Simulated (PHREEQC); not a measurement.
A solution holds 0.00018 mol CaSO4, 0.25 mol Na2SO4 and 0.00016 mol H4SiO4 per kg of water, at 65 °C. Closed to the air; pH follows from the charge balance.

All values are PHREEQC results (ion-association model, phreeqc.dat), not measurements.

```
quantity                   before    after
------------------------  -------  -------
pH                           6.78     6.78
ionic strength (mol/kgw)    0.590    0.316
Na+ (mol/kgw)               0.420    0.220
SO4-2 (mol/kgw)             0.170   0.0954
NaSO4- (mol/kgw)           0.0803   0.0297
HSO4- (mol/kgw)           1.78e-6  1.29e-6
SI of Quartz (SiO2)         -0.27    -0.60
```

Which change was made?
A) CaSO4 left out
B) H4SiO4 from 0.00016 to 3.2e-05 mol/kgw
C) diluted 2-fold with water
D) diluted 10-fold with water

C, diluted 2-fold with water

Precipitation was switched off in this run. Away from 25 °C the constants follow the database's enthalpies or fits; those with neither stay at their 25 °C values.
